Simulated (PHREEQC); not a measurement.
City or well water: speciation

Model water analysis in mmol/kgw, 75 °C, pH 6.74, pe 10.4: Na 0.398; K 0.202; Ca 0.974; Mg 0.119; Cl 0.768; S(6) 0.246; Alkalinity (meq/kgw) 1.6; Li 0.000344; N(5) 0.0302; Zn 0.043.

Valence states are taken as typed.

All values are PHREEQC results (ion-association model, phreeqc.dat), not measurements.

| Item | Result |
|---|---|
| ionic strength | 0.00404 mol/kgw |
| specific conductance | 706 µS/cm |
| charge-balance error | -0.3 % |

| species | molality | activity | log γ |
|---|---|---|---|
| HCO3- | 0.00155 | 0.00144 | -0.032 |
| Ca+2 | 0.000925 | 0.000688 | -0.129 |
| Cl- | 0.000768 | 0.000711 | -0.033 |
| CO2 | 0.000551 | 0.000552 | 0.000 |
| O2 | 0.000466 | 0.000467 | 0.000 |
| Na+ | 0.000397 | 0.000369 | -0.033 |
| SO4-2 | 0.000209 | 0.000155 | -0.130 |
| K+ | 0.000201 | 0.000187 | -0.033 |
| Mg+2 | 0.000108 | 8.03e-5 | -0.128 |

Precipitation was switched off in this run. Constants without temperature data keep their 25 °C values here. The database's zinc carbonate complexes are estimates, stronger than later reviews accept.
